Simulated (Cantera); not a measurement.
Mixture: CH4 : O2 : N2 = 1 : 2.02 : 6.46 (molar parts), equivalence ratio 0.99, at 3.75 atm, adiabatic and at constant volume. Ignition delay is the time to a rise of 400 K.

Computed with Cantera and GRI-Mech 3.0 (53 species, 325 reactions).

Task: What does this change do: pressure from 3.75 atm to 0.987 atm?

Result: 
```tsv
quantity	before	after
delay at 1173 K	15.7 ms	56.0 ms
delay at 1373 K	1.31 ms	3.89 ms
delay at 1573 K	0.170 ms	0.494 ms
delay at 1773 K	35.0 µs	0.111 ms
apparent activation energy between 1673 and 1873 K	180 kJ/mol	170 kJ/mol
```

Task: What does this change do: 0.021 parts C2H6 added?

Result: 
| quantity | before | after |
|---|---|---|
| delay at 1173 K | 15.7 ms | 9.20 ms |
| delay at 1373 K | 1.31 ms | 0.852 ms |
| delay at 1573 K | 0.170 ms | 0.107 ms |
| delay at 1773 K | 35.0 µs | 21.9 µs |
| apparent activation energy between 1673 and 1873 K | 180 kJ/mol | 170 kJ/mol |
